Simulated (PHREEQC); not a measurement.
A solution holds 0.0079 mol/kgw NH4Cl, 0.0003 mol/kgw NH4HF2 and 0.0024 mol/kgw Na2SeO4, at 25 °C. Closed to the air; pH follows from the charge balance.

Equilibrium calculation in PHREEQC: ion-association model, wateq4f.dat.

Problem. The ionic strength comes out as 0.0156 mol/kgw. What activity coefficients do F-, SeO4-2, HSeO4-, Na+, H+ get?

Solution. F- 0.88, SeO4-2 0.61, HSeO4- 0.88, Na+ 0.88, H+ 0.90.

This is a speciation only: nothing precipitates in the calculation.
